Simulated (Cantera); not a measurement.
A closed system holds: 1 mol Fe₃O₄, 5.8 mol C, 0.2 mol H₂, held at 1000 Pa.

Method: chemical equilibrium by Gibbs-energy minimisation in Cantera with the NASA 1993 tables (ideal gas, pure condensed phases). Candidate condensed phases: C, C₆H₆, C₇H₈, C₈H₁₈, Fe, Fe(CO)₅, FeO, Fe(OH)₂, Fe(OH)₃, Fe₂O₃, Fe₃O₄, H₂O; 114 gas species. Iron dissolves carbon and melts from about 1420 K in contact with it, which pure phases cannot show. Condensed phases not in the tables: cementite and carbon dissolved in iron. The numbers say what is thermodynamically allowed, not how fast it happens. All values below are at 2100 K.

Base state: CO 0.849, Fe 0.106, H₂ 0.0393, H 0.00618, C₂H₂ (acetylene) 5.67e-5 (mole fractions); condensed: C(graphite) + Fe(l).

Problem. What changes in the equilibrium state with this change: pressure from 1000 Pa to 10000 Pa?

Solution. 
```csv
species,before,after
CO,0.849,0.941
H₂,0.0393,0.0459
Fe,0.106,0.0106
H,0.00618,0.00211
C₂H₂ (acetylene),5.67e-5,6.64e-5
"C(graphite), mol",1.80,1.80
"Fe(l), mol",2.50,2.96
```
